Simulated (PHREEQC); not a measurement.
Consider water at 37 °C with 1.2 mol/kgw KOH and 1.3 mol/kgw KNO3. It is in equilibrium with CO2 at log p = -1 (atm). Otherwise closed; pH follows from the charge balance.

Computed with PHREEQC (ion-association model, phreeqc.dat).

Each row changes one thing in this solution. Precipitation was switched off in this run.

```csv
case,pH,ionic strength (mol/kgw),HCO3- (mol/kgw),CO3-2 (mol/kgw),CO2 (mol/kgw),(CO2)2 (mol/kgw)
as made,8.70,2.62,0.953,0.123,0.00138,9.30e-8
diluted 2-fold with water,8.45,1.28,0.533,…,0.00188,1.27e-7
diluted 100-fold with water,6.92,0.0250,0.0120,8.87e-6,0.00252,1.69e-7
temperature from 37 to 40 °C,8.71,2.63,0.937,0.131,0.00129,8.86e-8
temperature from 37 to 20 °C,8.63,2.58,1.04,0.0808,0.00216,1.31e-7
KNO3 from 1.3 to 1.17 mol/kgw,8.70,2.49,0.955,…,…,9.58e-8
KNO3 from 1.3 to 1.43 mol/kgw,8.70,2.75,0.951,0.124,0.00134,9.02e-8
```

Problem. Fill in the missing entries.

Solution. 
- diluted 2-fold with water, CO3-2 (mol/kgw): 0.0335
- KNO3 from 1.3 to 1.17 mol/kgw, CO3-2 (mol/kgw): 0.122
- KNO3 from 1.3 to 1.17 mol/kgw, CO2 (mol/kgw): 0.00143

The ionic strength passes 0.7 mol/kgw, the rough limit of the ion-association models, in as made; diluted 2-fold with water; temperature from 37 to 40 °C; temperature from 37 to 20 °C; KNO3 from 1.3 to 1.17 mol/kgw; KNO3 from 1.3 to 1.43 mol/kgw. Away from 25 °C the constants follow the database's enthalpies or fits; those with neither stay at their 25 °C values.
